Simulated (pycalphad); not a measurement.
Computed with pycalphad from the COST 507 light-alloy database (1999), at 1 atm. These are 1990s assessments: newer ones move some temperatures and phases. Amounts are mole fractions of atoms.

Give the equilibrium state of Al-2.431Fe-0.7398Si (wt.%) at 570 K.

FCC_A1, fraction 0.935, with <0.01 Fe, 0.02 Si wt.%; ALFESI_ALPHA, fraction 0.052, with 32.6 Fe, 8.3 Si wt.%; ALFESI_BETA, fraction 0.013, with 26.6 Fe, 13.4 Si wt.%.

Give the equilibrium state of Al-2.431Fe-0.7398Si (wt.%) at 810 K.

FCC_A1, fraction 0.938, with 0.01 Fe, 0.25 Si wt.%; ALFESI_ALPHA, fraction 0.062, with 32.6 Fe, 6.8 Si wt.%.

Database names, with the compositions (at.%) that they take in these runs: ALFESI_ALPHA: Al 71-74 Fe 19 Si 7-10; ALFESI_BETA: Al 70 Fe 15 Si 15. FCC_A1 is fcc.
